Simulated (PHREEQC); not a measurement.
PHREEQC input (ion-association model, phreeqc.dat):

```
SOLUTION 0
  temp 25
  units mmol/kgw
  pH 7 charge
  Cl 8.09
  Pb 0.14
  Sr 3.9
  O(0) 1 O2(g) -0.68
SOLUTION 1-40
  temp 25
  units mmol/kgw
  pH 7 charge
  Cl 2.61
  Pb 1.3
  O(0) 1 O2(g) -0.68
END
EXCHANGE 1-40
  X 0.0077
  -equilibrate 1
END
SELECTED_OUTPUT 1
  -reset false
  -pH true
  -pe true
  -ionic_strength true
  -water true
  -step true
  -totals Cl Pb Sr
  -molalities PbX2 SrX2
  -saturation_indices Pb(OH)2
PRINT
  -reset false
TRANSPORT
  -cells 40
  -shifts 160
  -lengths 0.0025
  -time_step 720
  -dispersivities 0.005
  -boundary_conditions flux flux
  -correct_disp true
  -punch_cells 40
  -punch_frequency 5
END
```

Selected output (columns that matter, 22 of 33 rows; pore volumes added in front):

```
pore volumes	pH	mu	Cl	Pb	Sr	m_PbX2	m_SrX2	si_Pb(OH)2
0	4.9546	0.0037221	0.00261	0.0013	0	0.00385	0	-1.2749
0.2625	4.9546	0.0037222	0.00261	0.0013	3.07e-21	0.00385	7.1047e-21	-1.2749
0.3875	4.9545	0.0037319	0.0026172	0.0013036	1.0792e-14	0.00385	2.4911e-14	-1.2741
0.6375	4.9464	0.0044491	0.0031439	0.0015669	2.5369e-08	0.00385	4.9302e-08	-1.2253
0.7625	4.9356	0.0054804	0.0039132	0.0019503	1.2872e-06	0.003848	2.0421e-06	-1.1714
1.0125	4.9156	0.007925	0.0057749	0.0028029	7.9502e-05	0.0037611	8.8922e-05	-1.0941
1.1375	4.9122	0.0089224	0.0065271	0.00303	0.00022853	0.0036194	0.00023065	-1.0817
1.3875	4.9194	0.010266	0.007465	0.00295	0.00077752	0.003139	0.00071103	-1.0971
1.5125	4.9276	0.010684	0.007713	0.0027295	0.0011219	0.0028414	0.0010086	-1.1197
1.7625	4.9479	0.011218	0.0079612	0.0021641	0.0018115	0.0022292	0.0016208	-1.1865
1.8875	4.9584	0.01139	0.0080165	0.0018789	0.0021243	0.0019407	0.0019093	-1.2289
2.1375	4.9779	0.011629	0.0080668	0.0013746	0.0026538	0.0014346	0.0024154	-1.3282
2.2625	4.9866	0.011714	0.0080771	0.0011647	0.0028689	0.0012223	0.0026277	-1.3838
2.5125	5.0011	0.011841	0.0080861	0.00082932	0.0032087	0.00087893	0.0029711	-1.5036
2.6375	5.007	0.011887	0.0080879	0.00069972	0.0033392	0.00074454	0.0031055	-1.5661
2.8875	5.0163	0.011956	0.0080894	0.00050285	0.0035368	0.00053839	0.0033116	-1.6917
3.0125	5.0198	0.011982	0.0080897	0.00042999	0.0036098	0.00046146	0.0033885	-1.7528
3.2625	5.0252	0.012019	0.0080899	0.0003229	0.0037171	0.00034772	0.0035023	-1.8669
3.3875	5.0272	0.012032	0.0080899	0.00028444	0.0037555	0.00030669	0.0035433	-1.9182
3.6375	5.03	0.012051	0.00809	0.00022923	0.0038108	0.0002476	0.0036024	-2.0064
3.7625	5.031	0.012058	0.00809	0.00020983	0.0038302	0.00022679	0.0036232	-2.0429
4.0125	5.0324	0.012067	0.00809	0.00018247	0.0038575	0.00019739	0.0036526	-2.1008
```
